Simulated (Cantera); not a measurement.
## Si₂Cl₆ + NH₃ + N₂ (silicon nitride deposition)

Charge: 1 mol Si₂Cl₆, 2 mol NH₃, 20 mol N₂, at 0.0133 bar.

Cantera equilibrium calculation (NASA polynomials, part measured and part estimated; ideal gas, pure solids and liquids). Candidate condensed phases: NH₄Cl, Si, Si₃N₄; 28 gas species. The feed counts by its element totals alone. The tables' values for SiCl₃, SiCl, SiN are old estimates; treat these amounts as uncertain. The numbers say what is thermodynamically allowed, not how fast it happens.

From 1523 K to 1623 K the condensed part is Si₃N₄(s). From 1723 K to 2123 K nothing is condensed. The main Si-bearing gas is SiCl₂ throughout.

| T (K) | log p N₂ | log p HCl | log p H₂ | log p SiCl₂ | n Si₃N₄(s) |
|---|---|---|---|---|---|
| 1523 | -1.98 | -2.77 | -3.17 | -3.29 | 0.265 |
| 1623 | -1.98 | -2.90 | -3.06 | -3.10 | 0.107 |
| 1723 | -1.98 | -3.02 | -3.00 | -3.02 | 0 |
| 1823 | -1.98 | -3.01 | -3.00 | -3.01 | 0 |
| 1923 | -1.99 | -3.01 | -3.01 | -3.02 | 0 |
| 2023 | -1.99 | -3.00 | -3.02 | -3.03 | 0 |
| 2123 | -1.99 | -2.98 | -3.05 | -3.06 | 0 |
log p: log10 of the partial pressure in bar; n: condensed amount in mol.
